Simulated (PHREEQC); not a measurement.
PHREEQC input (ion-association model, phreeqc.dat):

```
SOLUTION_SPECIES
  CO3-2 + 10 H+ + 8 e- = CH4 + 3 H2O  # shut off: no methane
    -log_k -100
    -delta_h 0
    -analytic -100
SOLUTION 1
  temp 25
  units mol/kgw
  pH 7 charge
  C(4) 0.048
  Na 0.096
END
SELECTED_OUTPUT 1
  -reset false
  -pH true
  -pe true
  -ionic_strength true
  -water true
  -totals C Na C(-4) C(4) Hdg
  -molalities H+ Na+ CO3-2 OH- HCO3- CO2 (CO2)2 NaOH NaCO3- NaHCO3
USER_PUNCH 1
  -headings p_CO2(g) phi_CO2(g) p_Hdg(g) phi_Hdg(g) p_H2O(g) phi_H2O(g) density
  10 PUNCH PR_P("CO2(g)"), PR_PHI("CO2(g)"), PR_P("Hdg(g)"), PR_PHI("Hdg(g)"), PR_P("H2O(g)"), PR_PHI("H2O(g)"), RHO
PRINT
  -reset false
USE solution 1
REACTION_TEMPERATURE 1
  10
GAS_PHASE 1
  -fixed_pressure
  -pressure 1
  -temperature 10
  -volume 20
  CO2(g) 0.34
  Hdg(g) 0.66
  H2O(g) 0
END
# ... the last block is repeated for the other 9 points of P (atm)
```

Selected output (columns that matter, 10 of 10 rows; P (atm) added in front):

```
P (atm)	pH	mu	C	Na	Hdg	m_H+	m_Na+	p_CO2(g)	phi_CO2(g)	p_Hdg(g)	phi_Hdg(g)	p_H2O(g)	phi_H2O(g)	density
1	7.1496	0.092883	0.11091	0.096097	0.00060668	8.5207e-08	0.092799	0.28478	0.99566	0.70289	1.0006	0.012336	0.99253	1.0059
2	6.8197	0.092846	0.12798	0.096097	0.0011862	1.8212e-07	0.092807	0.61255	0.99118	1.375	1.0014	0.012436	0.98506	1.0061
3	6.6361	0.092833	0.14479	0.096098	0.0017654	2.7797e-07	0.092807	0.93999	0.98673	2.0475	1.0021	0.012536	0.97765	1.0063
5	6.4109	0.092821	0.17784	0.096098	0.0029219	4.6683e-07	0.092805	1.5951	0.9779	3.3922	1.0035	0.012739	0.963	1.0067
7.5	6.2363	0.092811	0.21815	0.096099	0.0043635	6.9782e-07	0.092799	2.4147	0.96699	5.0723	1.0053	0.012998	0.945	1.0072
10	6.1147	0.092802	0.25737	0.096099	0.0058008	9.2329e-07	0.092794	3.2353	0.95622	6.7514	1.0072	0.013262	0.92734	1.0077
15	5.947	0.092788	0.33262	0.0961	0.0086625	1.3582e-06	0.092781	4.8794	0.9351	10.107	1.0109	0.013807	0.89301	1.0086
20	5.8314	0.092775	0.40378	0.096101	0.011508	1.7725e-06	0.092769	6.5272	0.91454	13.458	1.0147	0.014375	0.85996	1.0094
30	5.6746	0.092749	0.53445	0.096103	0.017152	2.5428e-06	0.092743	9.833	0.87505	20.151	1.0226	0.015583	0.79761	1.0111
40	5.5692	0.092723	0.65064	0.096105	0.022739	3.241e-06	0.092718	13.151	0.83769	26.832	1.0308	0.016892	0.73997	1.0125
```

Away from 25 °C the constants follow the database's enthalpies or fits; those with neither stay at their 25 °C values.
